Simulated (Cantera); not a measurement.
Charge: 1 mol Zr, 0.14 mol NH3, 4.7 mol H2O, held at 1302 °C and 16.0 mbar.

These are equilibrium values from Cantera (NASA tables, ideal gas, pure condensed phases), not measurements of a reactor. Candidate condensed phases: H2O, Zr, ZrN, ZrO2; 28 gas species. Equilibrium is a limit: real reactors are often held back by kinetics, nucleation or transport.

Base state: H2O 0.542, H2 0.444, N2 0.0141, H 0.000219 (mole fractions); condensed: ZrO2(tetragonal).

Task: What changes in the equilibrium state with this change: H2O from 4.7 to 0.031 mol?

Result: 
```
species                  before     after
---------------------  --------  --------
H2                        0.444     1.000
H                      0.000219  0.000328
H2O                       0.542   9.73e-9
N2                       0.0141     <1e-9
ZrO2(tetragonal), mol      1.00    0.0155
Zr(β), mol                    0     0.845
ZrN(s), mol                   0     0.140
```
Mutual solubility and eutectic melting of coexisting phases are not modelled. ZrN: taken at fixed stoichiometry. Condensed phases not in the tables: solid solutions among these carbides, nitrides and lower oxides, N, O or C dissolved in the metal.
